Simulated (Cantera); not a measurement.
Cantera run, input and output.

```python
import numpy as np
import cantera as ct

gas = ct.Solution("h2o2.yaml")
gas.TPX = 450, 1000000, {'H2': 1, 'O2': 0.208, 'N2': 0.783}
flame = ct.FreeFlame(gas, width=0.008)
flame.set_refine_criteria(ratio=3, slope=0.08, curve=0.16)
flame.transport_model = "mixture-averaged"
flame.solve(loglevel=0, auto=True)
flame.transport_model = "multicomponent"
flame.soret_enabled = True
flame.solve(loglevel=0, refine_grid=True)
z, T = flame.grid, flame.T
thick = (T[-1] - T[0]) / np.gradient(T, z).max()
show = ['H2', 'O2', 'H', 'H2O', 'H2O2', 'O']
print(f"laminar burning velocity  {flame.velocity[0] * 100:.3f} cm/s")
print(f"burnt temperature         {T[-1]:.1f} K")
print(f"thermal thickness         {thick * 1e3:.4f} mm")
print(f"grid points               {len(z)}")
z0 = z[flame.heat_release_rate.argmax()]
print(f"{'z/mm':>9s}{'T/K':>9s}{'u/(m/s)':>9s}" + "".join(f"{s:>11s}" for s in show))
rows = []
for k in (-3, -2, -1.5, -1, -0.5, -0.25, 0, 0.25, 0.5, 1, 2, 4, 8):
    zz = z0 + k * thick
    rows.append([k * thick, np.interp(zz, z, T), np.interp(zz, z, flame.velocity),
                 *(np.interp(zz, z, flame.X[gas.species_index(s)]) for s in show)])
    print(f"{rows[-1][0] * 1e3:9.3f}{rows[-1][1]:9.1f}{rows[-1][2]:9.3f}" + "".join(f"{x:11.3e}" for x in rows[-1][3:]))
```

Result:

```
laminar burning velocity  398.526 cm/s
burnt temperature         2071.1 K
thermal thickness         0.0238 mm
grid points               121
     z/mm      T/K  u/(m/s)         H2         O2          H        H2O       H2O2          O
   -0.071    450.0    3.985  5.022e-01  1.045e-01  8.111e-14  6.944e-08  2.457e-10  5.942e-11
   -0.048    450.2    3.983  5.017e-01  1.046e-01  9.087e-13  6.912e-07  2.811e-09  6.611e-10
   -0.036    451.0    3.979  5.000e-01  1.050e-01  9.002e-12  6.761e-06  3.433e-08  6.192e-09
   -0.024    458.8    3.982  4.905e-01  1.069e-01  3.682e-10  1.346e-04  9.432e-07  9.892e-08
   -0.012    608.6    4.907  4.419e-01  1.122e-01  3.945e-05  9.270e-03  7.917e-05  1.014e-05
   -0.006    950.8    7.531  4.114e-01  9.677e-02  1.939e-03  4.617e-02  1.449e-04  1.459e-04
    0.000   1327.4   10.517  3.753e-01  6.669e-02  9.729e-03  1.062e-01  5.702e-05  5.859e-04
    0.006   1584.2   12.590  3.400e-01  3.605e-02  1.960e-02  1.636e-01  8.455e-06  7.946e-04
    0.012   1727.4   13.753  3.182e-01  1.645e-02  2.536e-02  2.000e-01  3.057e-06  5.652e-04
    0.024   1848.5   14.712  3.057e-01  3.137e-03  2.593e-02  2.253e-01  1.019e-06  1.927e-04
    0.048   1929.4   15.313  3.077e-01  2.357e-04  1.954e-02  2.319e-01  2.625e-07  6.568e-05
    0.095   1988.8   15.736  3.128e-01  1.393e-05  1.223e-02  2.334e-01  9.230e-08  2.566e-05
    0.191   2027.9   16.006  3.165e-01  3.262e-06  6.898e-03  2.344e-01  3.434e-08  8.489e-06
```

Detailed kinetics in Cantera: the H2/O2 subset of GRI-Mech 3.0, which has no nitrogen chemistry. The hydrogen kinetics of GRI-Mech 3.0 are dated; newer H2 mechanisms differ, most at raised pressure. Burning velocities carry a grid error of a few per cent, more on coarse grids.
